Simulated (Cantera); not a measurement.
Gas mixture: CO = 0.59 (molar parts), at 1.80 bar, frozen composition.

Cantera's kinetic-theory transport with the Lennard-Jones parameters of GRI-Mech 3.0, ideal gas; thermal conductivity in the multicomponent form.

D: mixture-averaged diffusion coefficient of that species in the mixture.

```
T (K)  ρ (kg/m³)  cp (J/kg/K)  μ (µPa s)  λ (mW/m/K)     Pr  D (cm²/s) O  D (cm²/s) NH3  D (cm²/s) C2H2
-----  ---------  -----------  ---------  ----------  -----  -----------  -------------  --------------
400         1.52         1049       22.0        31.9  0.722        0.297          0.213           0.157
650        0.933         1098          ?           ?  0.718            ?              ?               ?
900        0.674         1164       38.1        61.9  0.716         1.17          0.913           0.636
1150       0.527         1211       44.7        75.7  0.715         1.76           1.39           0.960
1400       0.433         1246          ?           ?  0.714            ?              ?               ?
1650       0.368         1271       56.5         101  0.714         3.20           2.56            1.75
1900       0.319         1289       61.9         112  0.713         4.04           3.25            2.22
2150       0.282         1301       67.0         122  0.713         4.95           3.99            2.72
```

Question: What belongs in the gaps?

Answer: 
- 650, μ (µPa s): 30.7
- 650, λ (mW/m/K): 47.0
- 650, D (cm²/s) O: 0.678
- 650, D (cm²/s) NH3: 0.516
- 650, D (cm²/s) C2H2: 0.365
- 1400, μ (µPa s): 50.8
- 1400, λ (mW/m/K): 88.6
- 1400, D (cm²/s) O: 2.43
- 1400, D (cm²/s) NH3: 1.94
- 1400, D (cm²/s) C2H2: 1.33
